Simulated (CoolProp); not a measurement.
R11 at 430.92 K and 0.96 MPa is throttled through a valve to 0.662 MPa with no heat exchange. Each further row changes one setting.

The numbers come from the reference Helmholtz-energy equation of state, Jacobsen 1992 in CoolProp.

| case | temperature change (K) | final density (kg/m³) |
|---|---|---|
| as stated | -4.4 | 27.7 |
| outlet pressure 0.199 MPa | -11.0 | 8.01 |
| outlet pressure 0.861 MPa | -1.5 | 36.6 |
